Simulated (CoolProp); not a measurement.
A single-stage vapour-compression cycle with R410A: evaporating at 208.15 K (dew point), condensing at 275.15 K (bubble point), superheat 0 K, subcooling 2 K, compressor efficiency 0.65, no pressure losses. Each further row changes one setting.

Values from CoolProp's reference Helmholtz-energy equation of state, Lemmon 2003. It is a pseudo-pure fit of the blend.

| case | cooling COP | pressure ratio | discharge temperature (K) | refrigerating effect (kJ/kg) | volumetric capacity (kJ/m³) |
|---|---|---|---|---|---|
| as stated | 1.50 | 17.8 | 374.5 | 192 | 398 |
| evaporating temperature 213.15 K | 1.71 | 13.3 | 363.3 | (withheld) | (withheld) |
| condensing temperature 270.15 K | (withheld) | 15.1 | (withheld) | 200 | 413 |
| subcooling 7 K | 1.56 | 17.8 | 374.5 | 200 | 413 |
| superheat 10 K | (withheld) | 17.8 | 388.7 | 199 | (withheld) |
| compressor efficiency 0.55 | 1.27 | 17.8 | 398.0 | 192 | 398 |

Problem. Some entries are withheld; supply them.

Solution. 
- evaporating temperature 213.15 K, refrigerating effect (kJ/kg): 195
- evaporating temperature 213.15 K, volumetric capacity (kJ/m³): 528
- condensing temperature 270.15 K, cooling COP: 1.67
- condensing temperature 270.15 K, discharge temperature (K): 364.6
- superheat 10 K, cooling COP: 1.48
- superheat 10 K, volumetric capacity (kJ/m³): 392
